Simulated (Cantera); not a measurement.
A closed system holds: 1 mol Si(CH3)4, 0.0096 mol C2H2, 85 mol H2, held at 1073.15 K.

These are equilibrium values from Cantera (NASA tables, ideal gas, pure condensed phases), not measurements of a reactor. Candidate condensed phases: C, C6H6, C7H8, C8H18, Si, SiC; 87 gas species. Rates play no part.

x: gas mole fraction; n: condensed amount in mol.

```csv
P (Pa),x H2,x CH4,x C2H4,x H,x C2H6,x CH3,x C2H2 (acetylene),n C(graphite),n SiC(s)
100,1.000,4.59e-5,8.06e-10,4.45e-7,<1e-12,3.68e-10,7.20e-9,3.02,1.00
240,1.000,0.000110,1.94e-9,2.87e-7,3.90e-12,5.70e-10,7.20e-9,3.01,1.00
560,1.000,0.000257,4.51e-9,1.88e-7,2.12e-11,8.71e-10,7.20e-9,3.00,1.00
1300,0.999,0.000596,1.05e-8,1.23e-7,1.14e-10,1.33e-9,7.20e-9,2.97,1.00
3200,0.999,0.00146,2.57e-8,7.85e-8,6.91e-10,2.08e-9,7.19e-9,2.89,1.00
7500,0.997,0.00342,6.01e-8,5.12e-8,3.77e-9,3.17e-9,7.18e-9,2.71,1.00
18000,0.992,0.00813,1.43e-7,3.30e-8,2.14e-8,4.88e-9,7.15e-9,___,1.00
42000,0.981,0.0186,3.26e-7,2.15e-8,1.13e-7,7.33e-9,7.07e-9,___,1.00
100000,0.966,0.0343,4.84e-7,1.38e-8,3.92e-7,8.86e-9,4.47e-9,___,1.00
```

What belongs in the gaps?


- 18000, n C(graphite): 2.29
- 42000, n C(graphite): 1.36
- 100000, n C(graphite): 0
